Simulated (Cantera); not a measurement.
Input (Python, Cantera):

```python
import numpy as np
import cantera as ct

gas = ct.Solution("gri30.yaml")
gas.TPX = 1475, 101325, {'C2H4': 1, 'O2': 3.03, 'N2': 11.4, 'H2O': 0.021}
reactor = ct.IdealGasConstPressureReactor(gas, energy="on", clone=False)
net = ct.ReactorNet([reactor])
net.rtol, net.atol = 1e-08, 1e-16
show = ['C2H4', 'O2', 'NO2', 'HCN', 'CH2O', 'CO2', 'CH2CO']
times = np.geomspace(6e-06, 0.6, 15)

steps = ct.SolutionArray(gas, extra=["t"])
rows = []
print(f"{'t/s':>10s}{'T/K':>9s}{'P/Pa':>11s}" + "".join(f"{s:>11s}" for s in show))
for t in times:
    while net.time < t:
        t_next = net.step()
        steps.append(gas.state, t=t_next)
    rows.append([np.interp(t, steps.t, y) for y in (steps.T, steps.P, *steps(*show).X.T)])
    print(f"{t:10.3e}{rows[-1][0]:9.1f}{rows[-1][1]:11.4g}" + "".join(f"{x:11.3e}" for x in rows[-1][2:]))
rate = np.gradient(steps.T, steps.t)
print("integrator steps:", len(steps.t))
if steps.T.max() > steps.T[0] + 200:
    print(f"time of steepest temperature rise: {steps.t[rate.argmax()]:.4e} s")
gas.TPX = 1475, 101325, {'C2H4': 1, 'O2': 3.03, 'N2': 11.4, 'H2O': 0.021}
gas.equilibrate("HP")
print(f"equilibrium (HP): T = {gas.T:.1f} K  " + "  ".join(f"{s} {gas[s].X[0]:.3e}" for s in show))
```

Output:

```
       t/s      T/K       P/Pa       C2H4         O2        NO2        HCN       CH2O        CO2      CH2CO
 6.000e-06   1475.0  1.013e+05  6.472e-02  1.961e-01  9.262e-23  4.830e-18  1.715e-08  2.724e-12  4.613e-08
 1.366e-05   1475.0  1.013e+05  6.471e-02  1.961e-01  1.410e-19  1.961e-16  6.775e-07  2.598e-10  1.857e-06
 3.108e-05   1570.6  1.013e+05  4.910e-02  1.773e-01  9.301e-11  9.823e-09  2.464e-03  6.178e-04  5.141e-03
 7.073e-05   2508.8  1.013e+05  4.556e-24  3.585e-02  1.974e-08  4.785e-11  2.654e-10  5.045e-02  1.089e-17
 1.610e-04   2658.7  1.013e+05  6.500e-24  3.313e-02  1.207e-07  1.368e-10  2.726e-10  5.577e-02  1.858e-17
 3.663e-04   2781.7  1.013e+05  1.148e-23  2.987e-02  5.441e-07  4.889e-10  2.977e-10  6.163e-02  2.980e-17
 8.337e-04   2806.8  1.013e+05  1.428e-23  2.783e-02  1.418e-06  9.710e-10  3.129e-10  6.311e-02  3.416e-17
 1.897e-03   2802.3  1.013e+05  1.519e-23  2.622e-02  2.387e-06  1.413e-09  3.179e-10  6.299e-02  3.501e-17
 4.318e-03   2800.0  1.013e+05  1.561e-23  2.550e-02  2.807e-06  1.612e-09  3.202e-10  6.291e-02  3.536e-17
 9.827e-03   2799.8  1.013e+05  1.564e-23  2.544e-02  2.838e-06  1.627e-09  3.203e-10  6.290e-02  3.538e-17
 2.237e-02   2799.8  1.013e+05  1.564e-23  2.544e-02  2.838e-06  1.627e-09  3.203e-10  6.290e-02  3.538e-17
 5.090e-02   2799.8  1.013e+05  1.564e-23  2.544e-02  2.838e-06  1.627e-09  3.203e-10  6.290e-02  3.538e-17
 1.158e-01   2799.8  1.013e+05  1.564e-23  2.544e-02  2.838e-06  1.627e-09  3.203e-10  6.290e-02  3.538e-17
 2.636e-01   2799.8  1.013e+05  1.564e-23  2.544e-02  2.838e-06  1.627e-09  3.203e-10  6.290e-02  3.538e-17
 6.000e-01   2799.8  1.013e+05  1.564e-23  2.544e-02  2.838e-06  1.627e-09  3.203e-10  6.290e-02  3.538e-17
integrator steps: 1612
time of steepest temperature rise: 3.8482e-05 s
equilibrium (HP): T = 2799.8 K  C2H4 1.736e-23  O2 2.544e-02  NO2 2.838e-06  HCN 1.627e-09  CH2O 3.203e-10  CO2 6.290e-02  CH2CO 3.840e-17
```

Cantera simulation using GRI-Mech 3.0 (53 species, 325 reactions); the numbers are that mechanism's predictions, not measurements. GRI-Mech 3.0 was tuned for natural gas; its chemistry of ethylene as a main component is partial and can be far from experiment.
